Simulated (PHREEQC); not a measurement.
Consider water at 25 °C and 50 atm with 0.02 mol HF and 0.006 mol NH4HF2 per kg of water. Closed to the air; pH follows from the charge balance.

Model: ion-association model, phreeqc.dat, run in PHREEQC.

| quantity | before | after |
|---|---|---|
| pH | 2.65 | 1.54 |
| ionic strength (mol/kgw) | 0.00843 | 0.0603 |
| HF (mol/kgw) | 0.0229 | 0.0117 |
| F- (mol/kgw) | 0.00776 | 0.000351 |
| HF2- (mol/kgw) | 0.000668 | 1.55e-5 |

Q: Name the change that produced these shifts.
A. HF left out
B. HF from 0.02 to 0.1 mol/kgw
C. NH4HF2 left out
D. HF replaced by (NH4)2SiF6 at the same molality
E. HF replaced by H2SiF6 at the same molality

A: E, HF replaced by H2SiF6 at the same molality

This is a speciation only: nothing precipitates in the calculation. Under pressure, the constants of complexes without a molar volume in the database are unreliable. SiF6-2 is the database's only silicon fluoride.
